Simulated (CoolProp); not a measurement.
m-xylene at 455.68 K and 1.2 MPa is throttled through a valve to 0.375 MPa with no heat exchange. Each further row changes one setting.

Model: reference Helmholtz-energy equation of state, Zhou 2012, in CoolProp.

```tsv
case	temperature change (K)	final phase	final density (kg/m³)
as stated	+0.1	liquid	710
outlet pressure 0.112 MPa	[?]	[?]	[?]
outlet pressure 0.488 MPa	+0.1	liquid	710
```

Problem. What belongs in the gaps?

Solution. 
- outlet pressure 0.112 MPa, temperature change (K): -39.7
- outlet pressure 0.112 MPa, final phase: two-phase, vapour fraction 0.261
- outlet pressure 0.112 MPa, final density (kg/m³): 13.6
